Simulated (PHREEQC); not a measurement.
Solution (20 °C): 0.008 mol H3BO3, 0.00075 mol KOH and 0.00019 mol NaCl per kg of water. Closed to the air; pH follows from the charge balance.

Computed with PHREEQC (ion-association model, phreeqc.dat).

Precipitation was switched off in this run.

**Question.** Estimate the pH, ionic strength.

**Answer.** pH 8.28; ionic strength 0.000940 mol/kgw.

**Question.** In which forms is B present?

**Answer.** H3BO3 91 %, H2BO3- 9.4 % of the B.
